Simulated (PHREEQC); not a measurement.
Solution (25 °C): 0.0024 mol KCl and 0.0026 mol BaCl2 per kg of water. Closed to the air; pH follows from the charge balance.

Model: Pitzer model, pitzer.dat, run in PHREEQC.

Precipitation was switched off in this run.

Problem. Estimate the specific conductance, osmotic coefficient.

Solution. specific conductance 991 µS/cm; osmotic coefficient 0.946.
